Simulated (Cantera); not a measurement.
## Thermodynamics of carbon deposition, reforming and gasification, feed toluene + H2 + CO2

Input: 1 mol toluene, 50 mol H2, 0.031 mol CO2, at 2400 K and 1 atm.

Cantera equilibrium calculation (NASA polynomials, part measured and part estimated; ideal gas, pure solids and liquids). Candidate condensed phases: C, C6H6, C7H8, C8H18, H2O; 110 gas species. The numbers say what is thermodynamically allowed, not how fast it happens.

```
Quantity                Result
-------------------  ---------
x(H2)                    0.976
x(H)                    0.0156
x(C2H2 (acetylene))    0.00681
x(CO)                  0.00114
x(CH4)                0.000172
x(CH3)                 5.05e-5
x(C4H2)                1.95e-5
x(C2H4)                7.08e-6
x(C2H)                 6.26e-6
n(C(graphite))        6.21 mol
gas amount           54.48 mol
```
